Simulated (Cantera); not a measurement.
A Cantera script and what it prints.

```python
import numpy as np
import cantera as ct

gas_names = [...]  # 123 gases of nasa_gas.yaml made of C, H, O, Si
cond_names = """
    C(gr) C6H6(L) C7H8(L) C8H18(L),n-octa H2O(s) H2O(L) Si(cr) Si(L) SiC(b) SiO2(Lqz) SiO2(hqz) SiO2(L)
""".split()


# ... load() reads the species with a 1 bar reference pressure and builds the phases ...
atoms = {
    'SiC': {'Si': 1, 'C': 1},
    'CO2': {'C': 1, 'O': 2},
    'H2': {'H': 2},
}
top_T = {'C(gr)': 4500, 'SiC(b)': 3050}  # K; cautious upper limits of use, not melting points


# ... equilibrate(T, P, feed) seeds the gas with the atoms and calls Mixture.equilibrate('TP', solver="vcs", rtol=1e-11, max_steps=5000) ...
results = []
feed = {'SiC': 1, 'CO2': 0.026, 'H2': 1.6}  # mol
T = 2023  # K
P = 47  # Pa
mix = equilibrate(T, P, feed)
results.append((T, P, feed, dict(zip(mix.species_names, mix.species_moles))))
print(gas.report(threshold=0.0001))
for i in range(1, mix.n_phases):
    print(f"{mix.phase(i).name:16s} {mix.phase_moles(i):12.5e} mol")
```

Output:

```
       temperature   2023 K
          pressure   47 Pa
           density   8.6887e-06 kg/m^3
  mean mol. weight   3.1095 kg/kmol
   phase of matter   gas

                          1 kg             1 kmol
                     ---------------   ---------------
          enthalpy        2.3527e+07        7.3156e+07  J
   internal energy        1.8118e+07        5.6336e+07  J
           entropy             82453        2.5639e+05  J/K
    Gibbs function       -1.4328e+08       -4.4551e+08  J
 heat capacity c_p             10644             33096  J/K
 heat capacity c_v            7969.6             24781  J/K

                      mass frac. Y      mole frac. X     chem. pot. / RT
                     ---------------   ---------------   ---------------
                CO           0.25967          0.028827           -45.522
    C2H2,acetylene         0.0019941        0.00023813           -34.081
                 H          0.026552          0.081908           -13.657
                H2           0.56681           0.87425           -27.314
                Si           0.11809          0.013074           -8.1769
              SiC2         0.0030747        0.00018348           -14.944
               SiH         0.0015948        0.00017045           -21.834
               SiO          0.013157        0.00092801           -50.316
              Si2C         0.0086501         0.0003945           -19.737
     [ +114 minor]        0.00040743        2.8228e-05

C(gr)             0.00000e+00 mol
Si(L)             0.00000e+00 mol
SiC(b)            9.73456e-01 mol
SiO2(L)           0.00000e+00 mol
```

Cantera equilibrium calculation (NASA polynomials, part measured and part estimated; ideal gas, pure solids and liquids). Gases not in the tables: Si2H6 and higher silanes.
